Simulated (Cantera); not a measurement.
A closed system holds: 1 mol Si2Cl6, 17 mol NH3, 6.4 mol H2, at 1700 K and 10.0 mbar.

Equilibrium computed with Cantera from the NASA thermochemical tables; the gas is ideal and each condensed phase is pure. Candidate condensed phases: NH4Cl, Si, Si3N4; 28 gas species. The feed counts by its element totals alone. The tables' values for SiCl3, SiCl are old estimates; treat these amounts as uncertain. Rates play no part.

Base state: H2 0.702, N2 0.187, HCl 0.0803, SiCl2 0.0292, H 0.00123, SiCl3 0.000226, Cl 0.000110, SiCl 9.36e-5 (mole fractions); condensed: Si3N4(s).

Problem. What changes in the equilibrium state with this change: pressure from 10.0 mbar to 21.0 Pa?

Solution. 
| species | before | after |
|---|---|---|
| H2 | 0.702 | 0.687 |
| N2 | 0.187 | 0.194 |
| HCl | 0.0803 | 0.0758 |
| H | 0.00123 | 0.00843 |
| SiCl2 | 0.0292 | 0.0299 |
| Si2 | 2.34e-7 | 1.42e-5 |
| Si | 6.02e-5 | 0.00323 |
| Si3N4(s), mol | 0.242 | 0 |
| Si(l), mol | 0 | 0.510 |
The tables' values for SiCl, SiCl3, SiN are old estimates; treat these amounts as uncertain.
